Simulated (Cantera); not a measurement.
Feed: 1 mol borazine, 5.3 mol NH₃, 2.5 mol H₂.

Equilibrium computed with Cantera from the NASA thermochemical tables; the gas is ideal and each condensed phase is pure. Candidate condensed phases: B, BN; 15 gas species. The feed counts by its element totals alone. Mutual solubility and eutectic melting of coexisting phases are not modelled. Equilibrium is a limit: real reactors are often held back by kinetics, nucleation or transport.

Q: What condenses at these points (T in K, P in Pa): (1448, 13000); (1948, 10); (1398, 36000); (1948, 28); (1898, 36000); (1548, 10)?

A: 
```
T (K)  P in Pa  condensed phases  B condensed (%)
-----  -------  ----------------  ---------------
1448     13000                BN            100.0
1948        10                 B             99.5
1398     36000                BN            100.0
1948        28            B + BN             99.7
1898     36000                BN            100.0
1548        10                BN            100.0
```
